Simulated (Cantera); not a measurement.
Cantera run:

```python
import numpy as np
import cantera as ct

gas_names = [...]  # 113 gases of nasa_gas.yaml made of C, H, O, Ti
cond_names = """
    C(gr) C6H6(L) C7H8(L) C8H18(L),n-octa H2O(s) H2O(L) Ti(a) Ti(b) Ti(L) TiC(s) TiC(L) TiO(a) TiO(b)
    TiO(L) TiO2(ru) TiO2(L) Ti2O3(a) Ti2O3(b) Ti2O3(L) Ti3O5(a) Ti3O5(b) Ti3O5(L) Ti4O7(s) Ti4O7(L)
""".split()


# ... load() reads the species with a 1 bar reference pressure and builds the phases ...
atoms = {
    'Ti(OiPr)4': {'Ti': 1, 'C': 12, 'H': 28, 'O': 4},
    'C3H8': {'C': 3, 'H': 8},
    'H2': {'H': 2},
}
top_T = {'C(gr)': 4500}  # K; cautious upper limits of use, not melting points


# ... equilibrate(T, P, feed) seeds the gas with the atoms and calls Mixture.equilibrate('TP', solver="vcs", rtol=1e-11, max_steps=5000) ...
results = []
feed = {'Ti(OiPr)4': 1, 'C3H8': 0.59, 'H2': 2.8}  # mol
P = 60  # Pa
for T in [1150, 1250, 1350, 1450, 1550, 1650, 1750, 1850, 1950, 2050, 2150]:
    mix = equilibrate(T, P, feed)
    results.append((T, P, feed, dict(zip(mix.species_names, mix.species_moles))))

top = {s: max(r[3][s] / sum(r[3][g] for g in gas_names) for r in results) for s in gas_names}
cols = sorted((s for s in top if top[s] > 0.0001), key=lambda s: -top[s])[:6]
seen = [c for c in cond_names if any(r[3].get(c, 0) > 1e-12 for r in results)]
print("log10 of partial pressures in bar; condensed amounts in mol")
print(f"{'T/K':>10s}" + "".join(f"{s[:9]:>10s}" for s in cols + seen))
for T, P, feed, n in results:
    ng = sum(n[g] for g in gas_names)
    print(f"{T:10.4g}" + "".join(f"{np.log10(max(n[s] / ng * P / 1e5, 1e-99)):10.3f}" for s in cols)
          + "".join(f"{n.get(c, 0):10.4g}" for c in seen))
```

It prints:

```
log10 of partial pressures in bar; condensed amounts in mol
       T/K        H2        CO         H C2H2,acet     C(gr)    TiC(s)
      1150    -3.304    -3.985    -8.779   -10.717      8.77         1
      1250    -3.304    -3.985    -7.968    -9.903      8.77         1
      1350    -3.304    -3.985    -7.275    -9.211      8.77         1
      1450    -3.304    -3.985    -6.676    -8.616      8.77         1
      1550    -3.305    -3.985    -6.154    -8.099     8.769         1
      1650    -3.306    -3.985    -5.695    -7.647     8.768         1
      1750    -3.308    -3.986    -5.288    -7.248     8.766         1
      1850    -3.314    -3.989    -4.926    -6.896      8.76         1
      1950    -3.325    -3.994    -4.603    -6.587      8.75         1
      2050    -3.345    -4.002    -4.317    -6.319     8.731    0.9999
      2150    -3.380    -4.017    -4.065    -6.093     8.703    0.9995
```

Method: chemical equilibrium by Gibbs-energy minimisation in Cantera with the NASA 1993 tables (ideal gas, pure condensed phases). The feed counts by its element totals alone. TiC: taken at fixed stoichiometry.
